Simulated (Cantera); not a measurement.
**Equilibrium for boron, boron nitride and boron oxide: BF3 + O2 + H2 + N2**

Charge: 1 mol BF3, 1.1 mol O2, 50 mol H2, 2.7 mol N2, at 1000 Pa.

These are equilibrium values from Cantera (NASA tables, ideal gas, pure condensed phases), not measurements of a reactor. Candidate condensed phases: B, BN, B2O3, B3O3H3, H2O; 62 gas species. Gases not in the tables: H3BO3. Kinetics and transport are ignored.

```
T (K)   x H2       x H    x N2    x HF   x H2O     x BOF     x BF3  n B2O3(l)
-----  -----  --------  ------  ------  ------  --------  --------  ---------
823    0.887  6.91e-11  0.0501  0.0204  0.0306   1.74e-6    0.0109      0.136
1023   0.885   3.90e-8  0.0500  0.0309  0.0252  0.000336   0.00730      0.227
1223   0.879   2.82e-6  0.0496  0.0349  0.0221   0.00926   0.00323     0.0782
1423   0.874   6.21e-5  0.0494  0.0386  0.0197    0.0154  0.000291          0
1623   0.873  0.000646  0.0493  0.0394  0.0192    0.0154   2.72e-5          0
1823   0.870   0.00404  0.0493  0.0397  0.0191    0.0150   4.10e-6          0
2023   0.856    0.0176  0.0489  0.0400  0.0189    0.0143   8.83e-7          0
2223   0.817    0.0579  0.0479  0.0404  0.0185    0.0128   2.39e-7          0
2423   0.728     0.151  0.0455  0.0404  0.0174    0.0101   7.16e-8          0
```
x: gas mole fraction; n: condensed amount in mol.

From 823 K to 1223 K the condensed part is B2O3(l). From 1423 K to 2423 K nothing is condensed.
